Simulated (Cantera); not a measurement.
Input: 1 mol MgO, 1.4 mol HCl, 0.1 mol H₂, equilibrated at 1248.15 K and 2100 Torr.

Method: chemical equilibrium by Gibbs-energy minimisation in Cantera with the NASA 1993 tables (ideal gas, pure condensed phases). Candidate condensed phases: H₂O, Mg, MgCl₂, MgO, Mg(OH)₂; 22 gas species. Mutual solubility and eutectic melting of coexisting phases are not modelled. The numbers say what is thermodynamically allowed, not how fast it happens.

Base state: HCl 0.855, H₂ 0.0708, H₂O 0.0680, MgCl₂ 0.00621 (mole fractions); condensed: MgCl₂(l) + MgO(s).

Q: What changes in the equilibrium state with this change: H₂ from 0.1 to 9.1 mol?

A: 
```json
[
 {"species": "H₂", "before": "0.0708", "after": "0.867"},
 {"species": "HCl", "before": "0.855", "after": "0.127"},
 {"species": "H₂O", "before": "0.0680", "after": "0.00306"},
 {"species": "MgCl₂", "before": "0.00621", "after": "0.00306"},
 {"species": "MgCl₂(l), mol", "before": "0.0873", "after": "0"},
 {"species": "MgO(s), mol", "before": "0.904", "after": "0.968"}
]
```
